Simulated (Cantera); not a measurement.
Input: 1 mol H2O, 0.018 mol O2, equilibrated at 1200 K and 1.80e7 Pa.

Equilibrium computed with Cantera from the NASA thermochemical tables; the gas is ideal and each condensed phase is pure. Candidate condensed phases: H2O; 9 gas species. The ideal-gas law is rough above about 30 bar. Kinetics and transport are ignored.

Base state: H2O 0.982, O2 0.0177 (mole fractions); condensed: gas only.

What changes in the equilibrium state with this change: temperature from 1200 K to 2775 K?


```json
[
 {"species": "H2O", "before": "0.982", "after": "0.955"},
 {"species": "O2", "before": "0.0177", "after": "0.0189"},
 {"species": "OH", "before": "1.38e-6", "after": "0.0145"},
 {"species": "H2", "before": "7.00e-9", "after": "0.0102"},
 {"species": "H", "before": "<1e-9", "after": "0.000565"},
 {"species": "O", "before": "<1e-9", "after": "0.000503"},
 {"species": "HO2", "before": "2.41e-8", "after": "5.08e-5"}
]
```
